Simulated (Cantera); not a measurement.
An isothermal, constant-pressure homogeneous reactor starts with 18.2 % CH4, 45.5 % H2O, 36.4 % H2, at 2175 K and 5.13 atm.

Model: GRI-Mech 3.0 (53 species, 325 reactions), integrated in Cantera.

x: mole fraction; the columns are a selection and need not sum to one.

| t (s) | x CH4 | x H2O | x H2 | x HO2 | x C2H6 |
|---|---|---|---|---|---|
| 6.00e-6 | 0.135 | 0.438 | 0.400 | 2.92e-10 | ___ |
| 1.73e-5 | 0.0926 | 0.416 | 0.448 | 2.79e-10 | ___ |
| 5.00e-5 | 0.0499 | 0.389 | 0.498 | 2.45e-10 | ___ |
| 0.000144 | 0.0240 | 0.357 | 0.539 | 2.11e-10 | ___ |
| 0.000416 | 0.0144 | 0.311 | 0.579 | 1.55e-10 | ___ |
| 0.00120 | 0.00922 | 0.252 | 0.624 | 9.29e-11 | ___ |
| 0.00346 | 0.00348 | 0.206 | 0.660 | 5.80e-11 | ___ |
| 0.01000 | 0.000144 | 0.193 | 0.672 | 5.01e-11 | 4.85e-10 |
| 0.0288 | 7.94e-8 | 0.193 | 0.672 | 5.02e-11 | <1e-12 |
| 0.0832 | 7.88e-8 | 0.193 | 0.672 | 5.02e-11 | <1e-12 |
| 0.240 | 7.88e-8 | 0.193 | 0.672 | 5.02e-11 | <1e-12 |
| 0.693 | 7.88e-8 | 0.193 | 0.672 | 5.02e-11 | <1e-12 |
| 2.00 | 7.88e-8 | 0.193 | 0.672 | 5.02e-11 | <1e-12 |

Q: Fill in the missing entries.

A: 
- 6.00e-6, x C2H6: 0.000505
- 1.73e-5, x C2H6: 0.000230
- 5.00e-5, x C2H6: 6.59e-5
- 0.000144, x C2H6: 1.52e-5
- 0.000416, x C2H6: 5.33e-6
- 0.00120, x C2H6: 2.00e-6
- 0.00346, x C2H6: 2.70e-7
